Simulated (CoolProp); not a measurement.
Vapour-liquid equilibrium of R114 (1) + R113 (2) at 0.649 MPa; x and y are mole fractions of (1).

Model: multi-fluid Helmholtz-energy mixture model, Platzer 1990 and Marx 1992; pair parameters Bell 2016, in CoolProp. This equation is an older, rougher fit; its heat capacities, sound speeds and derivatives of the liquid may be far off and weren't checked against measurements.

| x | bubble temperature, mixture model (°C) | bubble temperature, Raoult's law (°C) | y, mixture model | y, Raoult's law |
|---|---|---|---|---|
| 0.05 | … | 113.1 | 0.116 | 0.141 |
| 0.2 | 102.5 | 101.1 | 0.396 | 0.447 |
| 0.35 | … | 91.5 | 0.596 | 0.644 |
| 0.5 | … | 83.6 | 0.738 | 0.776 |
| 0.65 | 77.7 | 76.9 | 0.842 | 0.869 |
| 0.8 | 71.6 | 71.1 | 0.921 | 0.936 |
| 0.95 | 66.2 | 66.1 | … | 0.986 |

Q: Fill in the missing entries.

A: 
- 0.05, bubble temperature, mixture model (°C): 113.7
- 0.35, bubble temperature, mixture model (°C): 92.9
- 0.5, bubble temperature, mixture model (°C): 84.7
- 0.95, y, mixture model: 0.982

The largest gap from Raoult's law is +1.4 K in bubble temperature, at x = 0.35. No azeotrope shows between x = 0.05 and 0.95.

Pair parameters are fitted to limited data, so mixtures are less certain than the pure fluids.
